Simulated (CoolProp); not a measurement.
The fluoroketone C6F12O (FK-5-1-12) at several states: density (kg/m³) from the reference equation and from simpler models built on Tc = 441.8 K, pc = 18.69 bar, ω = 0.471; each cubic takes its own stable root.

The numbers come from the reference Helmholtz-energy equation of state, McLinden 2015 in CoolProp.

```tsv
T (K)	p (bar)	phase	reference
471.7	15.4	gas	168.0
226.4	7.48	liquid	1806
339.4	3.91	liquid	1471
488.2	16	gas	161.3
```

Question: How far does each simpler model (van der Waals, Soave-Redlich-Kwong, Peng-Robinson) lie from the reference over these 4 states: mean and median of the absolute difference, and the worst?

Answer: 
- van der Waals: mean 35.2 %, median 22.0 %, worst -96.6 % at 339.4 K and 3.91 bar
- Soave-Redlich-Kwong: mean 5.4 %, median 5.3 %, worst -9.9 % at 226.4 K and 7.48 bar
- Peng-Robinson: mean 2.0 %, median 2.1 %, worst +2.8 % at 339.4 K and 3.91 bar

At some of these states van der Waals gives the other phase, because its saturation line lies elsewhere.
